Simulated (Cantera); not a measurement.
## Thermodynamics of silicon nitride deposition, feed SiCl4 + NH3 + N2

Input: 1 mol SiCl4, 2.8 mol NH3, 0.75 mol N2, at 525 Torr.

Equilibrium computed with Cantera from the NASA thermochemical tables; the gas is ideal and each condensed phase is pure. Candidate condensed phases: NH4Cl, Si, Si3N4; 28 gas species. The tables' values for SiCl3 are old estimates; treat these amounts as uncertain. The numbers say what is thermodynamically allowed, not how fast it happens.

```csv
T (K),x H2,x HCl,x N2,x SiCl2,x SiCl4,x SiCl3,n Si3N4(s)
1073,0.386,0.337,0.228,9.58e-7,0.0474,5.33e-5,0.212
1148,0.380,0.348,0.226,7.25e-6,0.0441,0.000170,0.219
1223,0.375,0.358,0.224,4.24e-5,0.0412,0.000468,0.225
1298,0.370,0.365,0.223,0.000200,0.0383,0.00113,0.229
1373,0.367,0.370,0.222,0.000784,0.0353,0.00244,0.230
1448,0.364,0.372,0.222,0.00260,0.0315,0.00473,0.228
1523,0.363,0.368,0.224,0.00738,0.0267,0.00812,0.218
1598,0.364,0.355,0.227,0.0178,0.0203,0.0121,0.196
1673,0.368,0.331,0.234,0.0358,0.0133,0.0151,0.158
1748,0.375,0.296,0.242,0.0606,0.00723,0.0157,0.105
```
x: gas mole fraction; n: condensed amount in mol.

From 1073 K to 1748 K the condensed part is Si3N4(s). The main Si-bearing gas is SiCl4 at 1073 K and SiCl2 at 1748 K. The share of Si in condensed phases is highest at 1373 K (69.1 %) and lowest at 1748 K (31.5 %).
